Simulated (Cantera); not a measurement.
Source: NASA polynomial tables (part measured, part estimated), evaluated in Cantera. Values are per mole of reaction as written; species without (g) are pure solids or liquids, kept so even where they would boil at 1 bar.

MgCO₃ ⇌ 3 O(g) + Mg + C, with ΔH° = 1859.3 kJ and ΔS° = 455.7 J/K at 300 K.

Q: How far is the shortcut ΔG° ≈ ΔH°(300 K) − T·ΔS°(300 K) from the full temperature-dependent value at 725, 750, 775, 800, 825, 850, 875, 900, 925, 950 K?

A: 
| T (K) | shortcut (kJ) | full (kJ) | difference (kJ) | difference in log10 K | condensed phases |
|---|---|---|---|---|---|
| 725 | 1528.9 | 1526.3 | 2.6 | -0.18 | MgCO₃(s), Mg(s), C(graphite) |
| 750 | 1517.5 | 1514.7 | 2.7 | -0.19 | MgCO₃(s), Mg(s), C(graphite) |
| 775 | 1506.1 | 1503.2 | 2.9 | -0.19 | MgCO₃(s), Mg(s), C(graphite) |
| 800 | 1494.7 | 1491.6 | 3.0 | -0.20 | MgCO₃(s), Mg(s), C(graphite) |
| 825 | 1483.3 | 1480.1 | 3.2 | -0.20 | MgCO₃(s), Mg(s), C(graphite) |
| 850 | 1471.9 | 1468.6 | 3.3 | -0.21 | MgCO₃(s), Mg(s), C(graphite) |
| 875 | 1460.5 | 1457.0 | 3.5 | -0.21 | MgCO₃(s), Mg(s), C(graphite) |
| 900 | 1449.1 | 1445.5 | 3.6 | -0.21 | MgCO₃(s), Mg(s), C(graphite) |
| 925 | 1437.7 | 1434.0 | 3.7 | -0.21 | MgCO₃(s), Mg(l), C(graphite) |
| 950 | 1426.3 | 1422.2 | 4.1 | -0.22 | MgCO₃(s), Mg(l), C(graphite) |
The shortcut ignores heat capacities and the phase changes listed.
